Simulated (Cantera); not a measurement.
Charge: 1 mol Si2H6, 0.022 mol HCl, 86 mol H2, equilibrated at 100000 Pa.

These are equilibrium values from Cantera (NASA tables, ideal gas, pure condensed phases), not measurements of a reactor. Candidate condensed phases: Si; 19 gas species. The feed counts by its element totals alone. Gases not in the tables: Si2H6 and higher silanes. Kinetics and transport are ignored.

Which condensed phases are stable at each of these points (T (K)): 1300, 1350, 1400, 1450, 1500, 1550, 1600, 1650, 1700?


```
T (K)  condensed phases  Si condensed (%)
-----  ----------------  ----------------
1300              Si(s)             100.0
1350              Si(s)             100.0
1400              Si(s)             100.0
1450              Si(s)             100.0
1500              Si(s)             100.0
1550              Si(s)             100.0
1600              Si(s)             100.0
1650              Si(s)             100.0
1700              Si(l)              99.9
```

From 1300 K to 1650 K the condensed part is Si(s). At 1700 K the condensed part is Si(l).
